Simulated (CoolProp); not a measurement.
Saturation properties of R11.

The numbers come from the reference Helmholtz-energy equation of state, Jacobsen 1992 in CoolProp.

```json
[
 {"T (K)": "299.6", "p (bar)": "1.115", "enthalpy of vaporisation (kJ/kg)": "180.3", "liquid cp (kJ/(kg K))": "0.8822", "vapour Z": "0.9610", "liquid viscosity (µPa s)": "427"},
 {"T (K)": "310.8", "p (bar)": "1.619", "enthalpy of vaporisation (kJ/kg)": "176.1", "liquid cp (kJ/(kg K))": "0.8939", "vapour Z": "0.9496", "liquid viscosity (µPa s)": "383"},
 {"T (K)": "321.9", "p (bar)": "2.276", "enthalpy of vaporisation (kJ/kg)": "171.7", "liquid cp (kJ/(kg K))": "0.9067", "vapour Z": "0.9362", "liquid viscosity (µPa s)": "345"},
 {"T (K)": "333.1", "p (bar)": "3.129", "enthalpy of vaporisation (kJ/kg)": "167.0", "liquid cp (kJ/(kg K))": "0.9210", "vapour Z": "0.9204", "liquid viscosity (µPa s)": "312"},
 {"T (K)": "344.3", "p (bar)": "4.203", "enthalpy of vaporisation (kJ/kg)": "161.9", "liquid cp (kJ/(kg K))": "0.9371", "vapour Z": "0.9022", "liquid viscosity (µPa s)": "282"},
 {"T (K)": "355.5", "p (bar)": "5.535", "enthalpy of vaporisation (kJ/kg)": "156.5", "liquid cp (kJ/(kg K))": "0.9553", "vapour Z": "0.8815", "liquid viscosity (µPa s)": "256"},
 {"T (K)": "366.6", "p (bar)": "7.142", "enthalpy of vaporisation (kJ/kg)": "150.7", "liquid cp (kJ/(kg K))": "0.9758", "vapour Z": "0.8583", "liquid viscosity (µPa s)": "232"},
 {"T (K)": "377.8", "p (bar)": "9.090", "enthalpy of vaporisation (kJ/kg)": "144.4", "liquid cp (kJ/(kg K))": "1.0000", "vapour Z": "0.8320", "liquid viscosity (µPa s)": "210"},
 {"T (K)": "389", "p (bar)": "11.41", "enthalpy of vaporisation (kJ/kg)": "137.4", "liquid cp (kJ/(kg K))": "1.029", "vapour Z": "0.8027", "liquid viscosity (µPa s)": "189"},
 {"T (K)": "400.2", "p (bar)": "14.13", "enthalpy of vaporisation (kJ/kg)": "129.7", "liquid cp (kJ/(kg K))": "1.064", "vapour Z": "0.7698", "liquid viscosity (µPa s)": "170"},
 {"T (K)": "411.4", "p (bar)": "17.30", "enthalpy of vaporisation (kJ/kg)": "121.1", "liquid cp (kJ/(kg K))": "1.111", "vapour Z": "0.7330", "liquid viscosity (µPa s)": "152"},
 {"T (K)": "422.5", "p (bar)": "20.92", "enthalpy of vaporisation (kJ/kg)": "111.5", "liquid cp (kJ/(kg K))": "1.174", "vapour Z": "0.6918", "liquid viscosity (µPa s)": "135"},
 {"T (K)": "433.7", "p (bar)": "25.12", "enthalpy of vaporisation (kJ/kg)": "100.3", "liquid cp (kJ/(kg K))": "1.272", "vapour Z": "0.6440", "liquid viscosity (µPa s)": "119"}
]
```

It boils at 296.9 K under 1 atm.

Viscosity comes from a separate model (Klein 1997), an estimate that may be off by 10 % or more.
